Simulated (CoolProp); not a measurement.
Vapour pressure (kPa) of n-heptane: the reference equation beside estimates from Tc = 541.2 K, pc = 2774 kPa, ω = 0.349.

The numbers come from the reference Helmholtz-energy equation of state, Span 2003 in CoolProp. It is a short technical equation, of lower accuracy than the large ones.

| T (K) | reference | van der Waals | Redlich-Kwong | Soave-Redlich-Kwong | Peng-Robinson |
|---|---|---|---|---|---|
| 301.7 | 7.252 | 155.5 | 25.10 | 7.010 | 7.367 |
| 310.4 | 10.90 | 184.7 | 34.78 | 10.56 | 11.00 |
| 319 | 15.88 | 217.2 | 46.99 | 15.44 | 15.96 |
| 327.6 | 22.59 | 253.4 | 62.25 | 22.03 | 22.61 |
| 336.3 | 31.57 | 294.0 | 81.26 | 30.88 | 31.50 |
| 344.9 | 43.09 | 338.3 | 104.1 | 42.27 | 42.89 |
| 353.5 | 57.76 | 386.7 | 131.3 | 56.83 | 57.38 |
| 362.1 | 76.14 | 439.6 | 163.6 | 75.14 | 75.55 |
| 370.8 | 99.16 | 497.8 | 201.8 | 98.14 | 98.31 |
| 379.4 | 127.0 | 560.1 | 245.5 | 126.0 | 125.8 |
| 388 | 160.5 | 627.3 | 295.7 | 159.7 | 159.0 |
| 396.7 | 201.0 | 700.3 | 353.5 | 200.6 | 199.3 |
| 405.3 | 248.3 | 777.7 | 418.1 | 248.5 | 246.3 |
| 413.9 | 303.8 | 860.4 | 490.7 | 304.7 | 301.6 |
| 422.6 | 369.0 | 949.6 | 572.6 | 371.0 | 366.7 |

Absolute difference from the reference over all 15 rows, mean and median: van der Waals 688.5 and 477.4 %, Redlich-Kwong 128.0 and 114.9 %, Soave-Redlich-Kwong 1.5 and 1.3 %, Peng-Robinson 0.7 and 0.8 %.
